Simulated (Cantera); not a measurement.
**Aluminium and copper etching: Al + Br2**

Charge: 1 mol Al, a varied amount of Br2, equilibrated at 2.00 Pa.

Method: chemical equilibrium by Gibbs-energy minimisation in Cantera with the NASA 1993 tables (ideal gas, pure condensed phases). Candidate condensed phases: Al, AlBr3, Br2; 7 gas species. Equilibrium is a limit: real reactors are often held back by kinetics, nucleation or transport.

**Question.** Map the stable condensed phases over T = 523, 573, 623, 673, 723, 773, 823, 873, 923, 973, 1023, 1073, 1123 K and n(Br2) in mol = 0.46, 0.59, 0.77, 0.99, 1.3, 1.7, 2.2, 2.8, 3.6, 4.7, 6.1, 7.8.

**Answer.** 
```
T in K \ n(Br2) in mol
         0.46 0.59 0.77 0.99  1.3  1.7  2.2  2.8  3.6  4.7  6.1  7.8
   1123     A    B    B    B    B    B    B    B    B    B    B    B
   1073     A    B    B    B    B    B    B    B    B    B    B    B
   1023     A    B    B    B    B    B    B    B    B    B    B    B
    973     A    A    B    B    B    B    B    B    B    B    B    B
    923     A    A    A    A    B    B    B    B    B    B    B    B
    873     A    A    A    A    A    B    B    B    B    B    B    B
    823     A    A    A    A    A    B    B    B    B    B    B    B
    773     A    A    A    A    A    B    B    B    B    B    B    B
    723     A    A    A    A    A    B    B    B    B    B    B    B
    673     A    A    A    A    A    B    B    B    B    B    B    B
    623     A    A    A    A    A    B    B    B    B    B    B    B
    573     A    A    A    A    A    B    B    B    B    B    B    B
    523     A    A    A    A    A    B    B    B    B    B    B    B
```
A: Al; B: gas only.
